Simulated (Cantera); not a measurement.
# Equilibrium for silicon etching in halogen gases: Si + Cl2 + N2

A closed system holds: 1 mol Si, 4.1 mol Cl2, a varied amount of N2, equilibrated at 1023.15 K and 0.133 bar.

These are equilibrium values from Cantera (NASA tables, ideal gas, pure condensed phases), not measurements of a reactor. Candidate condensed phases: Si, Si3N4; 13 gas species. Rates play no part.

```tsv
n(N2) (mol)	x N2	x Cl2	x SiCl4	x Cl	x SiCl3
1.8	0.367	0.428	0.204	0.000976	1.18e-9
2.8	0.474	0.355	0.169	0.000890	1.08e-9
4.3	0.581	0.283	0.135	0.000794	9.64e-10
6.7	0.683	0.214	0.102	0.000690	8.37e-10
10	0.763	0.160	0.0763	0.000597	7.24e-10
16	0.837	0.110	0.0523	0.000494	6.00e-10
25	0.889	0.0745	0.0356	0.000407	4.95e-10
39	0.926	0.0497	0.0237	0.000333	4.04e-10
60	0.951	0.0331	0.0158	0.000272	3.30e-10
93	0.968	0.0217	0.0104	0.000220	2.68e-10
```
x: gas mole fraction; nothing condenses.

From 1.8 mol N2 to 93 mol N2 nothing is condensed. The main Si-bearing gas is SiCl4 throughout.
